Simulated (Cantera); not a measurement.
A closed system holds: 1 mol HBr, 0.069 mol H2, 26 mol N2, equilibrated at 2.30 bar.

Cantera equilibrium calculation (NASA polynomials, part measured and part estimated; ideal gas, pure solids and liquids). Candidate condensed phases: Br2; 12 gas species. Kinetics and transport are ignored.

log p: log10 of the partial pressure in bar; nothing condenses.

| T (K) | log p N2 | log p Br | log p HBr | log p H | log p H2 |
|---|---|---|---|---|---|
| 2000 | 0.34 | -1.70 | -1.19 | -3.69 | -1.80 |
| 2200 | 0.34 | -1.49 | -1.29 | -3.08 | -1.66 |
| 2400 | 0.34 | -1.35 | -1.41 | -2.58 | -1.57 |
| 2600 | 0.34 | [?] | [?] | [?] | -1.52 |
| 2800 | 0.34 | -1.19 | -1.72 | -1.84 | -1.51 |
| 3000 | 0.33 | -1.15 | [?] | [?] | [?] |
| 3200 | 0.33 | -1.13 | -2.09 | -1.38 | -1.65 |

Q: Some entries are withheld; supply them.

A: 
- 3000, log p HBr: -1.90
- 3000, log p H: -1.58
- 3000, log p H2: -1.56
- 2600, log p Br: -1.25
- 2600, log p HBr: -1.55
- 2600, log p H: -2.17
